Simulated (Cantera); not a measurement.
Cantera run:

```python
import numpy as np
import cantera as ct

gas_names = """
    B BF BF2 BF3 BH BHF2 BH2 BH3 BN B2 F F2 H HF H2 H2F2 H3F3 H4F4 H5F5 H6F6 H7F7 N NF NF2 NF3 NH NH2
    NH3 N2 N2H2 N2H4
""".split()
cond_names = """
    B(b) B(L) BN(s)
""".split()


# ... load() reads the species with a 1 bar reference pressure and builds the phases ...
atoms = {
    'BN': {'B': 1, 'N': 1},
    'NF3': {'N': 1, 'F': 3},
    'H2': {'H': 2},
}
top_T = {'BN(s)': 3200}  # K; cautious upper limits of use, not melting points


# ... equilibrate(T, P, feed) seeds the gas with the atoms and calls Mixture.equilibrate('TP', solver="vcs", rtol=1e-11, max_steps=5000) ...
results = []
T = 725  # K
P = 12  # Pa
for m in [0.37, 0.58, 0.93, 1.5, 2.4, 3.8, 6.1, 9.8, 16]:
    feed = {'BN': 1, 'NF3': 3.7, 'H2': m}  # mol
    mix = equilibrate(T, P, feed)
    results.append((T, P, feed, dict(zip(mix.species_names, mix.species_moles))))
    x = sorted(zip(gas.X, gas.species_names), reverse=True)
    print(f"T = {T:g} K  P = {P:g} Pa  n(H2) = {m:g} mol  gas = {mix.phase_moles(0):.4g} mol")
    print("   x: " + "  ".join(f"{s} {v:.3e}" for v, s in x if v > 0.0001))
    print("   condensed (mol): " + ("  ".join(f"{mix.phase(i).name} {mix.phase_moles(i):.4g}"
          for i in range(1, mix.n_phases) if mix.phase_moles(i) > 1e-12) or "none"))
```

Result:

```
T = 725 K  P = 12 Pa  n(H2) = 0.37 mol  gas = 8.292 mol
   x: F2 3.751e-01  N2 2.823e-01  F 1.305e-01  BF3 1.206e-01  HF 8.924e-02  NF3 2.274e-03
   condensed (mol): none
T = 725 K  P = 12 Pa  n(H2) = 0.58 mol  gas = 8.493 mol
   x: F2 3.432e-01  N2 2.757e-01  HF 1.366e-01  F 1.248e-01  BF3 1.177e-01  NF3 1.967e-03
   condensed (mol): none
T = 725 K  P = 12 Pa  n(H2) = 0.93 mol  gas = 8.826 mol
   x: F2 2.935e-01  N2 2.655e-01  HF 2.107e-01  F 1.154e-01  BF3 1.133e-01  NF3 1.526e-03
   condensed (mol): none
T = 725 K  P = 12 Pa  n(H2) = 1.5 mol  gas = 9.36 mol
   x: HF 3.205e-01  N2 2.506e-01  F2 2.209e-01  BF3 1.068e-01  F 1.002e-01  NF3 9.684e-04
   condensed (mol): none
T = 725 K  P = 12 Pa  n(H2) = 2.4 mol  gas = 10.18 mol
   x: HF 4.716e-01  N2 2.307e-01  F2 1.240e-01  BF3 9.825e-02  F 7.504e-02  NF3 3.908e-04
   condensed (mol): none
T = 725 K  P = 12 Pa  n(H2) = 3.8 mol  gas = 11.33 mol
   x: HF 6.710e-01  N2 2.075e-01  BF3 8.829e-02  F 2.227e-02  F2 1.092e-02
   condensed (mol): none
T = 725 K  P = 12 Pa  n(H2) = 6.1 mol  gas = 13.5 mol
   x: HF 6.000e-01  N2 1.741e-01  H2 1.519e-01  BF3 7.407e-02
   condensed (mol): none
T = 725 K  P = 12 Pa  n(H2) = 9.8 mol  gas = 17.2 mol
   x: HF 4.709e-01  H2 3.343e-01  N2 1.366e-01  BF3 5.814e-02
   condensed (mol): none
T = 725 K  P = 12 Pa  n(H2) = 16 mol  gas = 23.4 mol
   x: H2 5.107e-01  HF 3.462e-01  N2 1.004e-01  BF3 4.274e-02
   condensed (mol): none
```

These are equilibrium values from Cantera (NASA tables, ideal gas, pure condensed phases), not measurements of a reactor.
